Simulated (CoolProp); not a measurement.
Vapour-liquid equilibrium of R13 (1) + isobutane (2) at 56.7 kPa; x and y are mole fractions of (1).

Computed with CoolProp (multi-fluid Helmholtz-energy mixture model, Platzer 1990 and Bücker 2006; pair parameters Bell 2016). This equation is an older, rougher fit; its heat capacities, sound speeds and derivatives of the liquid may be far off and weren't checked against measurements.

```tsv
x	bubble temperature, mixture model (°C)	bubble temperature, Raoult's law (°C)	y, mixture model	y, Raoult's law
0.05	-49.0	-40.3	0.694	0.526
0.15	-68.6	-57.2	0.917	0.834
0.25	-76.5	-66.7	0.957	0.921
0.35	-80.7	-73.1	0.971	0.956
0.45	-83.3	-77.8	0.979	0.974
0.55	-85.2	-81.4	0.983	0.984
0.65	-86.6	-84.3	0.987	0.990
0.75	-88.0	-86.8	0.990	0.994
0.85	-89.4	-88.9	0.994	0.997
0.95	-90.8	-90.8	0.998	0.999
```

The largest gap from Raoult's law is -11.4 K in bubble temperature, at x = 0.15. No azeotrope shows between x = 0.05 and 0.95.

Pair parameters are fitted to limited data, so mixtures are less certain than the pure fluids. With so large a gap from Raoult's law the liquid may split in two, which this calculation doesn't test in full.
